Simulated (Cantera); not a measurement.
# Ignition delay

Mixture: 6.11 % CH₄, 17.0 % O₂, 63.5 % N₂, 13.4 % H₂O, equivalence ratio 0.72, at 7.90 atm, adiabatic and at constant volume. Ignition delay is the time to a rise of 400 K.

Detailed kinetics in Cantera: GRI-Mech 3.0 (53 species, 325 reactions).

```csv
T0 (K),delay (ms)
1100,20.1
1150,10.1
1200,5.43
1250,3.03
1300,1.75
1350,1.04
1400,0.624
1450,0.381
```

```
Property                                                Result
--------------------------------------------------  ----------
apparent activation energy between 1350 and 1450 K  160 kJ/mol
```
